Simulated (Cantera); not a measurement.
Input: 1 mol C2H6, 1.1 mol CO2, 13 mol N2, at 1948.15 K and 2.10 mbar.

These are equilibrium values from Cantera (NASA tables, ideal gas, pure condensed phases), not measurements of a reactor. Candidate condensed phases: C, C6H6, C7H8, C8H18, H2O; 136 gas species. The numbers say what is thermodynamically allowed, not how fast it happens.

Q: What is the equilibrium state?

A: 
- x(N2) = 0.709
- x(H2) = 0.157
- x(CO) = 0.120
- x(H) = 0.00978
- x(HCN) = 0.00399
- x(HNC) = 0.000206
- x(C2H2 (acetylene)) = 8.47e-5
- x(CN) = 5.18e-6
- n(C(graphite)) = 0.820 mol
- gas amount = 18.29 mol
